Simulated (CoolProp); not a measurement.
A Linde-Hampson liquefier for ethane: isothermal reversible compression at 320 K from 1 atm to 10 MPa, throttling to 1 atm, return gas leaving the recuperator 0 K below the feed. Each further row changes one setting.

Values from CoolProp's reference Helmholtz-energy equation of state, Bücker 2006.

```json
[
 {"case": "as stated", "liquid yield per pass": "[?]", "compression work (kJ/kg of gas)": "338"},
 {"case": "high pressure 20 MPa", "liquid yield per pass": "0.465", "compression work (kJ/kg of gas)": "[?]"},
 {"case": "warm-end temperature 350 K", "liquid yield per pass": "[?]", "compression work (kJ/kg of gas)": "[?]"},
 {"case": "warm-end gap 5 K", "liquid yield per pass": "[?]", "compression work (kJ/kg of gas)": "338"}
]
```

Problem. Some entries are withheld; supply them.

Solution. 
- as stated, liquid yield per pass: 0.433
- high pressure 20 MPa, compression work (kJ/kg of gas): 366
- warm-end temperature 350 K, liquid yield per pass: 0.288
- warm-end temperature 350 K, compression work (kJ/kg of gas): 395
- warm-end gap 5 K, liquid yield per pass: 0.426
